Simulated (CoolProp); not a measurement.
Vapour-liquid equilibrium of CH2F2 (R32) (1) + R236FA (2) at 261.8 K; x and y are mole fractions of (1).

Model: multi-fluid Helmholtz-energy mixture model, Tillner-Roth 1997 and Pan 2012; pair parameters Bell 2016, in CoolProp.

| x | bubble pressure, mixture model (bar) | bubble pressure, Raoult's law (bar) | y, mixture model | y, Raoult's law |
|---|---|---|---|---|
| 0.05 | 0.8902 | 0.9045 | 0.287 | 0.307 |
| 0.2 | 1.618 | 1.639 | 0.658 | 0.678 |
| 0.35 | 2.360 | 2.374 | 0.802 | 0.819 |
| 0.5 | 3.090 | 3.109 | 0.878 | 0.894 |
| 0.65 | 3.809 | 3.844 | 0.926 | 0.940 |
| 0.8 | 4.536 | 4.579 | 0.962 | 0.971 |
| 0.95 | 5.295 | 5.313 | 0.991 | 0.994 |

The largest gap from Raoult's law is -1.6 % in bubble pressure, at x = 0.05. No azeotrope shows between x = 0.05 and 0.95.

Pair parameters are fitted to limited data, so mixtures are less certain than the pure fluids.
